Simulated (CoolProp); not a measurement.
Cyclohexane at 293.15 K and 2.3 MPa is throttled through a valve to 1.16 MPa with no heat exchange. Each further row changes one setting.

Model: reference Helmholtz-energy equation of state, Zhou 2014, in CoolProp.

| case | temperature change (K) | final density (kg/m³) |
|---|---|---|
| as stated | (withheld) | (withheld) |
| outlet pressure 0.348 MPa | (withheld) | (withheld) |
| outlet pressure 1.51 MPa | (withheld) | (withheld) |

What belongs in the gaps?


- as stated, temperature change (K): +0.5
- as stated, final density (kg/m³): 779
- outlet pressure 0.348 MPa, temperature change (K): +0.9
- outlet pressure 0.348 MPa, final density (kg/m³): 778
- outlet pressure 1.51 MPa, temperature change (K): +0.4
- outlet pressure 1.51 MPa, final density (kg/m³): 780
